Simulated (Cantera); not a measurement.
Charge: 1 mol Si, 2 mol HF, 3.6 mol H₂, held at 925 °C and 10.0 Torr.

Cantera equilibrium calculation (NASA polynomials, part measured and part estimated; ideal gas, pure solids and liquids). Candidate condensed phases: Si; 25 gas species. The tables' values for SiF₃, SiF₂ are old estimates; treat these amounts as uncertain. Equilibrium is a limit: real reactors are often held back by kinetics, nucleation or transport.

Task: What is the equilibrium state?

Result: 
| Property | Result |
|---|---|
| x(H₂) | 0.899 |
| x(SiF₄) | 0.0905 |
| x(SiHF₃) | 0.00615 |
| x(SiF₃) | 0.00357 |
| x(HF) | 0.000426 |
| x(SiH₂F₂) | 0.000206 |
| x(SiF₂) | 0.000155 |
| x(SiH₃F) | 1.75e-6 |
| x(H) | 1.57e-6 |
| n(Si(s)) | 0.487 mol |
| gas amount | 5.097 mol |
